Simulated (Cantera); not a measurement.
**Thermodynamics of tantalum, niobium, vanadium and zirconium in process gases, feed Zr + H2O + H2**

Feed: 1 mol Zr, 1.8 mol H2O, 58 mol H2, held at 1.33 mbar.

Method: chemical equilibrium by Gibbs-energy minimisation in Cantera with the NASA 1993 tables (ideal gas, pure condensed phases). Candidate condensed phases: H2O, Zr, ZrO2; 12 gas species. Mutual solubility and eutectic melting of coexisting phases are not modelled. Condensed phases not in the tables: N, O or C dissolved in the metal. Kinetics and transport are ignored.

| T (K) | log p H2 | log p H | log p ZrO | log p H2O | log p ZrO2 | log p OH | n Zr(β) | n ZrO2(tetragonal) | n Zr(l) |
|---|---|---|---|---|---|---|---|---|---|
| 1898 | -2.88 | -4.55 | -8.15 | -9.26 | -11.57 | -12.01 | 0.0998 | 0.900 | 0 |
| 1948 | -2.89 | -4.39 | -7.71 | -9.06 | -11.02 | -11.61 | 0.0995 | 0.900 | 0 |
| 1998 | -2.89 | -4.24 | -7.30 | -8.87 | -10.50 | -11.22 | 0.0988 | 0.899 | 0 |
| 2048 | -2.90 | -4.10 | -6.91 | -8.70 | -10.01 | -10.86 | 0.0969 | 0.897 | 0 |
| 2098 | -2.91 | -3.97 | -6.54 | -8.53 | -9.54 | -10.51 | 0.0927 | 0.893 | 0 |
| 2148 | -2.92 | -3.84 | -6.19 | -8.37 | -9.09 | -10.18 | 0 | 0.884 | 0.0833 |
| 2198 | -2.94 | -3.73 | -5.86 | -8.23 | -8.66 | -9.87 | 0 | 0.866 | 0.0635 |
| 2248 | -2.96 | -3.62 | -5.54 | -8.09 | -8.25 | -9.57 | 0 | 0.828 | 0.0225 |
| 2298 | -2.99 | -3.51 | -5.43 | -7.77 | -7.86 | -9.09 | 0 | 0.804 | 0 |
| 2348 | -3.02 | -3.42 | -5.43 | -7.37 | -7.49 | -8.54 | 0 | 0.799 | 0 |
| 2398 | -3.06 | -3.33 | -5.43 | -7.00 | -7.14 | -8.00 | 0 | 0.791 | 0 |
| 2448 | -3.11 | -3.26 | -5.42 | -6.65 | -6.79 | -7.50 | 0 | 0.776 | 0 |
| 2498 | -3.17 | -3.19 | -5.40 | -6.34 | -6.47 | -7.05 | 0 | 0.745 | 0 |
| 2548 | -3.24 | -3.13 | -5.36 | -6.09 | -6.15 | -6.65 | 0 | 0.680 | 0 |
log p: log10 of the partial pressure in bar; n: condensed amount in mol.

From 1898 K to 2098 K the condensed part is Zr(β) + ZrO2(tetragonal). From 2148 K to 2248 K the condensed part is Zr(l) + ZrO2(tetragonal). From 2298 K to 2548 K the condensed part is ZrO2(tetragonal). The main Zr-bearing gas is ZrO throughout. The share of Zr in condensed phases is highest at 1898 K (100.0 %) and lowest at 2548 K (68.0 %).
